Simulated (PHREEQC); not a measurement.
Brine: an equilibrium model

Solution (25 °C): 0.17 mol/kgw MgSO4, 6.6e-05 mol/kgw FeCl2 and 0.0011 mol/kgw NaCl. Closed to the air; pH follows from the charge balance.

Model: ion-association model, phreeqc.dat, run in PHREEQC.

This is a speciation only: nothing precipitates in the calculation.

Q: What pH, specific conductance, density does the model give?

A: pH 6.72; specific conductance 11500 µS/cm; density 1.017 g/cm³.

Q: In which forms is Na present?

A: Na+ 91 %, NaSO4- 8.6 % of the Na.
